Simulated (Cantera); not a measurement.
# Thermodynamics of sublimation and decomposition of ceramics, feed SiC + Si + H2

Charge: 1 mol SiC, 0.35 mol Si, 0.89 mol H2, equilibrated at 0.100 bar.

Equilibrium computed with Cantera from the NASA thermochemical tables; the gas is ideal and each condensed phase is pure. Candidate condensed phases: C, C6H6, C7H8, C8H18, Si, SiC; 87 gas species. Mutual solubility and eutectic melting of coexisting phases are not modelled. Gases not in the tables: Si2H6 and higher silanes. Rates play no part.

```tsv
T (K)	x H2	x Si	x H	x SiC2	x Si2C	x C2H2 (acetylene)	n Si(l)	n SiC(s)
2548	0.823	0.0675	0.0887	0.00144	0.0109	0.000777	0.262	0.984
2598	0.766	0.0961	0.105	0.00292	0.0175	0.00110	0.217	0.972
2648	0.694	0.135	0.122	0.00578	0.0276	0.00149	0.147	0.951
2698	0.601	0.187	0.138	0.0111	0.0427	0.00191	0.0333	0.909
2748	0.539	0.205	0.158	0.0262	0.0520	0.00390	0	0.840
2798	0.462	0.217	0.175	0.0613	0.0611	0.00781	0	0.682
2848	0.343	0.242	0.179	0.132	0.0751	0.0119	0	0.271
2898	0.278	0.265	0.191	0.169	0.0697	0.0118	0	0
2948	0.256	0.278	0.215	0.170	0.0548	0.0110	0	0
```
x: gas mole fraction; n: condensed amount in mol.

From 2548 K to 2698 K the condensed part is Si(l) + SiC(s). From 2748 K to 2848 K the condensed part is SiC(s). From 2898 K to 2948 K nothing is condensed. The main Si-bearing gas is Si throughout.
